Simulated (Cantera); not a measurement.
# Premixed flame

A freely propagating, adiabatic, planar premixed flame of 55.4 % H2, 12.0 % O2, 32.5 % N2, equivalence ratio 2.3, unburnt at 600 K and 30000 Pa; mixture-averaged transport, grid criteria slope 0.08 and curve 0.16, no radiation.

Cantera simulation using the H2/O2 subset of GRI-Mech 3.0, which has no nitrogen chemistry; the numbers are that mechanism's predictions, not measurements. Burning velocities carry a grid error of a few per cent, more on coarse grids.

```csv
z (mm),T (K),u (m/s),x H2,x O2,x O,x H2O,x HO2,x H
-6.19,600,9.04,0.554,0.120,<1e-8,<1e-8,<1e-8,<1e-8
-4.12,600,9.04,0.554,0.120,<1e-8,<1e-8,<1e-8,<1e-8
-3.09,600,9.04,0.554,0.120,<1e-8,<1e-8,<1e-8,<1e-8
-2.06,600,9.04,0.554,0.120,<1e-8,5.83e-8,8.79e-7,4.46e-7
-1.03,616,9.25,0.552,0.120,1.31e-5,0.000911,9.42e-5,0.000636
-0.516,778,11.5,0.522,0.116,0.000317,0.0154,5.85e-5,0.0140
0,1174,16.9,0.379,0.0657,0.00429,0.120,2.28e-5,0.0883
0.516,1428,20.4,0.276,0.00786,0.00275,0.232,2.72e-6,0.135
1.03,1523,21.7,0.270,0.00118,0.00166,0.247,3.85e-7,0.131
2.06,1632,23.0,0.280,0.000616,0.00152,0.250,1.90e-7,0.117
4.12,1755,24.5,0.292,0.000514,0.00134,0.252,1.50e-7,0.0988
8.25,1886,26.1,0.305,0.000382,0.00104,0.255,1.10e-7,0.0795
16.5,2014,27.6,0.317,0.000248,0.000703,0.259,7.66e-8,0.0606
```
x: mole fraction of selected species; z is measured from the peak of heat release.

```yaml
laminar_burning_velocity: 904 cm/s
thermal_thickness: 2.06 mm
peak x(O): 0.00478
peak x(HO2): 9.45e-5
peak x(H): 0.136
grid_points: 149
```
